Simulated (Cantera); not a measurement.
Equilibrium for silicon carbide growth: CH3SiH3 + C2H2 + H2 + CH4

Feed: 1 mol CH3SiH3, 0.13 mol C2H2, 580 mol H2, 0.015 mol CH4, equilibrated at 2075 °C.

Equilibrium computed with Cantera from the NASA thermochemical tables; the gas is ideal and each condensed phase is pure. Candidate condensed phases: C, C6H6, C7H8, C8H18, Si, SiC; 87 gas species. The feed counts by its element totals alone. Gases not in the tables: Si2H6 and higher silanes. Kinetics and transport are ignored.

| P (Pa) | x H2 | x H | x Si | x C2H2 (acetylene) | x SiH2 | x SiH | x Si2C | n SiC(s) |
|---|---|---|---|---|---|---|---|---|
| 100 | 0.676 | 0.321 | 0.00137 | 0.000832 | 3.75e-7 | 1.21e-5 | 3.63e-7 | 0 |
| 270 | 0.787 | 0.211 | 0.00146 | 0.000907 | 1.25e-6 | 2.26e-5 | 1.07e-6 | 0 |
| 720 | 0.862 | 0.135 | 0.00150 | 0.000955 | 3.75e-6 | 3.98e-5 | 2.95e-6 | 0 |
| 1900 | 0.912 | 0.0856 | 0.00150 | 0.000984 | 1.05e-5 | 6.65e-5 | 7.68e-6 | 0 |
| 5200 | 0.945 | 0.0527 | 0.00144 | 0.000999 | 2.86e-5 | 0.000108 | 1.93e-5 | 0 |
| 14000 | 0.965 | 0.0324 | 0.00132 | 0.000999 | 7.17e-5 | 0.000163 | 4.28e-5 | 0 |
| 37000 | 0.977 | 0.0201 | 0.00110 | 0.000985 | 0.000161 | 0.000224 | 7.87e-5 | 0 |
| 100000 | 0.986 | 0.0123 | 0.000620 | 0.000754 | 0.000246 | 0.000208 | 5.83e-5 | 0.285 |
x: gas mole fraction; n: condensed amount in mol.

From 0.750 Torr to 278 Torr nothing is condensed. At 750 Torr the condensed part is SiC(s). The main Si-bearing gas is Si throughout.
